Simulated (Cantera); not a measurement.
A freely propagating, adiabatic, planar premixed flame of H₂ : O₂ : N₂ = 1 : 0.455 : 1.71 (molar parts), equivalence ratio 1.1, unburnt at 450 K and 240000 Pa; mixture-averaged transport, grid criteria slope 0.08 and curve 0.16, no radiation.

Cantera simulation using the H2/O2 subset of GRI-Mech 3.0, which has no nitrogen chemistry; the numbers are that mechanism's predictions, not measurements. The hydrogen kinetics of GRI-Mech 3.0 are dated; newer H2 mechanisms differ, most at raised pressure. Burning velocities carry a grid error of a few per cent, more on coarse grids.

Task: Predict: laminar burning velocity; thermal thickness; peak x(HO₂); peak x(OH); peak x(H₂O₂); peak x(O).

Result: 
```json
{
 "laminar_burning_velocity": "486 cm/s",
 "thermal_thickness": "0.133 mm",
 "peak x(HO₂)": "0.000729",
 "peak x(OH)": "0.0160",
 "peak x(H₂O₂)": "8.35e-5",
 "peak x(O)": "0.00886"
}
```
